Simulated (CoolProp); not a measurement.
Properties of CH2F2 (R32) along the isotherm 316 K (Tc = 351.3 K, pc = 5.783 MPa, ω = 0.277).

Values from CoolProp's reference Helmholtz-energy equation of state, Tillner-Roth 1997.

| p (MPa) | phase | Z | Joule-Thomson coefficient (K/MPa) | isothermal compressibility (1/MPa) | viscosity (µPa s) | Prandtl number | fugacity coefficient |
|---|---|---|---|---|---|---|---|
| 5.26 | liquid | 0.1152 | 0.3849 | 0.009573 | 95.2 | 1.59 | 0.3998 |
| 10.5 | liquid | 0.2207 | 0.1781 | 0.006438 | 106 | 1.54 | 0.2241 |
| 15.8 | liquid | 0.3224 | 0.06018 | 0.004930 | 116 | 1.53 | 0.1662 |
| 21 | liquid | 0.4187 | -0.01661 | 0.004042 | 125 | 1.54 | 0.1388 |
| 26.3 | liquid | 0.5141 | -0.07319 | 0.003430 | 134 | 1.56 | 0.1231 |
| 31.5 | liquid | 0.6056 | -0.1155 | 0.002995 | 142 | 1.58 | 0.1137 |
| 36.8 | liquid | 0.6970 | -0.1495 | 0.002657 | 150 | 1.61 | 0.1076 |
| 42.1 | liquid | 0.7868 | -0.1771 | 0.002390 | 158 | 1.63 | 0.1040 |
| 47.3 | liquid | 0.8735 | -0.1996 | 0.002178 | 165 | 1.66 | 0.1019 |
| 52.6 | liquid | 0.9607 | -0.2189 | 0.001998 | 173 | 1.69 | 0.1010 |
| 57.8 | liquid | 1.045 | -0.2351 | 0.001850 | 180 | 1.72 | 0.1010 |

Viscosity comes from a separate model (Bell 2016), an estimate that may be off by 10 % or more. Thermal conductivity comes from a separate model (Huber 2003), an estimate that may be off by 10 % or more.
